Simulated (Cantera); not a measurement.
## Equilibrium for abatement and gas-phase synthesis: HI + H2O + H2

Input: 1 mol HI, 0.053 mol H2O, 1.2 mol H2, at 44.0 bar.

Method: chemical equilibrium by Gibbs-energy minimisation in Cantera with the NASA 1993 tables (ideal gas, pure condensed phases). Candidate condensed phases: H2O, I2; 12 gas species. The ideal-gas law is rough above about 30 bar. The numbers say what is thermodynamically allowed, not how fast it happens.

From 602 °C to 2202 °C nothing is condensed.

```
T (°C)  log p H2  log p HI  log p I  log p H2O  log p I2  log p H  log p OH
------  --------  --------  -------  ---------  --------  -------  --------
602         1.38      1.27    -2.03       0.01     -0.39    -9.61      <-10
802         1.38      1.26    -1.11       0.01     -0.27    -7.14      <-10
1002        1.38      1.25    -0.48       0.01     -0.19    -5.44     -8.74
1202        1.39      1.23    -0.03       0.01     -0.16    -4.19     -7.15
1402        1.39      1.20     0.29       0.01     -0.16    -3.24     -5.94
1602        1.40      1.15     0.53       0.00     -0.21    -2.49     -4.99
1802        1.40      1.09     0.70      -0.01     -0.29    -1.87     -4.23
2002        1.40      1.03     0.82      -0.02     -0.40    -1.37     -3.60
2202        1.41      0.96     0.91      -0.03     -0.51    -0.94     -3.08
```
log p: log10 of the partial pressure in bar; nothing condenses.
